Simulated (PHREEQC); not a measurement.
2.7 g of hydrous ferric oxide (600 m²/g; 0.2 weak and 0.005 strong sites per Fe, Dzombak-Morel constants, diffuse double layer) in 1 kg of water with 0.005 mol/kgw of an inert sodium salt and 0.0093 mol Na2SO4, at 25 °C; the pH is set by adding NaOH or the inert anion's acid. O2 is buffered at 0.21 atm. CO2 from the air is kept out. Nothing may precipitate in this run.

All values are PHREEQC results (ion-association model, wateq4f.dat), not measurements.

```json
[
 {"pH": "3", "S sorbed (%)": "30.8", "surface charge σ (C/m²)": "0.029", "surface potential ψ (mV)": "59"},
 {"pH": "3.67", "S sorbed (%)": "30.8", "surface charge σ (C/m²)": "0.028", "surface potential ψ (mV)": "58"},
 {"pH": "4.33", "S sorbed (%)": "30.5", "surface charge σ (C/m²)": "0.028", "surface potential ψ (mV)": "57"},
 {"pH": "5", "S sorbed (%)": "29.1", "surface charge σ (C/m²)": "0.026", "surface potential ψ (mV)": "56"},
 {"pH": "5.67", "S sorbed (%)": "25.1", "surface charge σ (C/m²)": "0.023", "surface potential ψ (mV)": "50"},
 {"pH": "6.33", "S sorbed (%)": "18.3", "surface charge σ (C/m²)": "0.018", "surface potential ψ (mV)": "41"},
 {"pH": "7", "S sorbed (%)": "10.3", "surface charge σ (C/m²)": "0.012", "surface potential ψ (mV)": "29"},
 {"pH": "7.67", "S sorbed (%)": "3.7", "surface charge σ (C/m²)": "0.005", "surface potential ψ (mV)": "12"},
 {"pH": "8.33", "S sorbed (%)": "0.5", "surface charge σ (C/m²)": "-0.005", "surface potential ψ (mV)": "-13"},
 {"pH": "9", "S sorbed (%)": "0.0", "surface charge σ (C/m²)": "-0.022", "surface potential ψ (mV)": "-46"},
 {"pH": "9.67", "S sorbed (%)": "0.0", "surface charge σ (C/m²)": "-0.046", "surface potential ψ (mV)": "-79"},
 {"pH": "10.33", "S sorbed (%)": "0.0", "surface charge σ (C/m²)": "-0.084", "surface potential ψ (mV)": "-107"},
 {"pH": "11", "S sorbed (%)": "0.0", "surface charge σ (C/m²)": "-0.141", "surface potential ψ (mV)": "-132"}
]
```

Complexes and solids missing from the database can't appear. The oxide is taken as insoluble; below pH 4 it would dissolve.
